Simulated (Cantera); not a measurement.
Cantera with NASA thermochemical tables; ideal gases at 1 bar, condensed phases pure. Values are per mole of reaction as written; species without (g) are pure solids or liquids, kept so even where they would boil at 1 bar.

2 PbO(g) + H2(g) → H2O2(g) + 2 Pb(g), with ΔH° = 113.5 kJ and ΔS° = -25.5 J/K at 300 K.

Problem. How far is the shortcut ΔG° ≈ ΔH°(300 K) − T·ΔS°(300 K) from the full temperature-dependent value at 1300, 1350, 1400, 1450, 1500 K?

Solution. 
```json
[
 {"T (K)": "1300", "shortcut (kJ)": "146.7", "full (kJ)": "152.9", "difference (kJ)": "-6.2", "difference in log10 K": "0.25"},
 {"T (K)": "1350", "shortcut (kJ)": "148.0", "full (kJ)": "154.6", "difference (kJ)": "-6.6", "difference in log10 K": "0.26"},
 {"T (K)": "1400", "shortcut (kJ)": "149.2", "full (kJ)": "156.2", "difference (kJ)": "-7.0", "difference in log10 K": "0.26"},
 {"T (K)": "1450", "shortcut (kJ)": "150.5", "full (kJ)": "157.8", "difference (kJ)": "-7.3", "difference in log10 K": "0.26"},
 {"T (K)": "1500", "shortcut (kJ)": "151.8", "full (kJ)": "159.5", "difference (kJ)": "-7.7", "difference in log10 K": "0.27"}
]
```
The shortcut ignores the heat-capacity change of the reaction.
